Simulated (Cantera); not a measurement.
Tantalum, niobium, vanadium and zirconium in process gases: Ta(OEt)5 + O2 + H2

Input: 1 mol Ta(OEt)5, 0.1 mol O2, 47 mol H2, held at 0.110 bar.

Cantera equilibrium calculation (NASA polynomials, part measured and part estimated; ideal gas, pure solids and liquids). Candidate condensed phases: C, C6H6, C7H8, C8H18, H2O, Ta, TaC, Ta2O5; 113 gas species. The feed counts by its element totals alone. TaC: taken at fixed stoichiometry. Condensed phases not in the tables: Ta2C. The numbers say what is thermodynamically allowed, not how fast it happens.

| T (°C) | x H2 | x CO | x H | x CH4 | x C2H2 (acetylene) | x H2O | n C(graphite) | n Ta2O5(s) | n TaC(s) |
|---|---|---|---|---|---|---|---|---|---|
| 752 | 0.949 | 0.0425 | 1.28e-8 | 0.00728 | 2.09e-9 | 0.00118 | 6.93 | 0.500 | 0 |
| 852 | 0.917 | 0.0800 | 1.28e-7 | 0.00267 | 2.11e-8 | 0.000519 | 3.66 | 0 | 1.00 |
| 952 | 0.918 | 0.0803 | 9.00e-7 | 0.00122 | 1.49e-7 | 0.000159 | 3.73 | 0 | 1.00 |
| 1052 | 0.919 | 0.0804 | 4.73e-6 | 0.000624 | 7.82e-7 | 5.85e-5 | 3.76 | 0 | 1.00 |
| 1152 | 0.919 | 0.0804 | 1.97e-5 | 0.000350 | 3.24e-6 | 2.47e-5 | 3.78 | 0 | 1.00 |
| 1252 | 0.919 | 0.0804 | 6.84e-5 | 0.000212 | 1.11e-5 | 1.17e-5 | 3.79 | 0 | 1.00 |
| 1352 | 0.919 | 0.0804 | 0.000204 | 0.000137 | 3.27e-5 | 6.08e-6 | 3.79 | 0 | 1.00 |
| 1452 | 0.919 | 0.0804 | 0.000537 | 9.28e-5 | 8.47e-5 | 3.42e-6 | 3.78 | 0 | 1.00 |
| 1552 | 0.918 | 0.0803 | 0.00127 | 6.57e-5 | 0.000197 | 2.05e-6 | 3.77 | 0 | 1.00 |
| 1652 | 0.917 | 0.0803 | 0.00276 | 4.83e-5 | 0.000420 | 1.29e-6 | 3.74 | 0 | 1.00 |
| 1752 | 0.913 | 0.0802 | 0.00555 | 3.65e-5 | 0.000827 | 8.56e-7 | 3.69 | 0 | 1.00 |
| 1852 | 0.908 | 0.0800 | 0.0104 | 2.82e-5 | 0.00152 | 5.87e-7 | 3.60 | 0 | 1.00 |
| 1952 | 0.899 | 0.0796 | 0.0185 | 2.22e-5 | 0.00264 | 4.14e-7 | 3.45 | 0 | 1.00 |
x: gas mole fraction; n: condensed amount in mol.

At 752 °C the condensed part is C(graphite) + Ta2O5(s). From 852 °C to 1952 °C the condensed part is C(graphite) + TaC(s).
